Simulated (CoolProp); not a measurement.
A simple Rankine cycle with R245fa: condensing at 292.15 K, boiler at 2.95 MPa, turbine inlet 439 K, turbine efficiency 0.6, pump efficiency 0.7, no recuperator. Each further row changes one setting.

Computed with CoolProp (reference Helmholtz-energy equation of state, Akasaka 2015).

```json
[
 {"case": "as stated", "thermal efficiency (%)": "12.3", "net work (kJ/kg)": "37.5", "heat in (kJ/kg)": "304", "turbine exit temperature (K)": "368.7", "volume ratio over the turbine": "29.9"},
 {"case": "condensing temperature 284.15 K", "thermal efficiency (%)": "13.2", "net work (kJ/kg)": "41.5", "heat in (kJ/kg)": "315", "turbine exit temperature (K)": "364.3", "volume ratio over the turbine": "40.8"},
 {"case": "boiler pressure 2.06 MPa", "thermal efficiency (%)": "11.5", "net work (kJ/kg)": "36.6", "heat in (kJ/kg)": "319", "turbine exit temperature (K)": "383.9", "volume ratio over the turbine": "18.6"},
 {"case": "turbine efficiency 0.5", "thermal efficiency (%)": "10.1", "net work (kJ/kg)": "30.8", "heat in (kJ/kg)": "304", "turbine exit temperature (K)": "375.5", "volume ratio over the turbine": "30.4"}
]
```
